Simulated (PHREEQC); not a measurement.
Solution (25 °C): 41 mmol/kgw Cu(NO3)2, 0.097 mmol/kgw H2SO4 and 0.76 mmol/kgw H3BO3. Closed to the air; pH follows from the charge balance.

All values are PHREEQC results (ion-association model, phreeqc.dat), not measurements.

Each row changes one thing in this solution. No solid was allowed to form.

```
case                                     pH  CuOH+ (mol/kgw)  Cu2(OH)2+2 (mol/kgw)  Cu(OH)2 (mol/kgw)  H2BO3- (mol/kgw)
-------------------------------------  ----  ---------------  --------------------  -----------------  ----------------
as made                                3.79          1.27e-6               1.14e-6            1.20e-8           3.63e-9
Cu(NO3)2 from 0.041 to 0.0205 mol/kgw  3.78                …               3.28e-7            7.08e-9                 …
0.00079 mol/kgw HNO3 added             3.10                …               4.59e-8           4.84e-10          7.29e-10
H2SO4 left out                         4.42                …               2.04e-5            2.15e-7           1.53e-8
Cu(NO3)2 from 0.041 to 0.0451 mol/kgw  3.79          1.37e-6               1.35e-6                  …           3.67e-9
```

Problem. Fill in the missing entries.

Solution. 
- Cu(NO3)2 from 0.041 to 0.0205 mol/kgw, CuOH+ (mol/kgw): 7.06e-7
- Cu(NO3)2 from 0.041 to 0.0205 mol/kgw, H2BO3- (mol/kgw): 3.33e-9
- 0.00079 mol/kgw HNO3 added, CuOH+ (mol/kgw): 2.55e-7
- H2SO4 left out, CuOH+ (mol/kgw): 5.37e-6
- Cu(NO3)2 from 0.041 to 0.0451 mol/kgw, Cu(OH)2 (mol/kgw): 1.29e-8
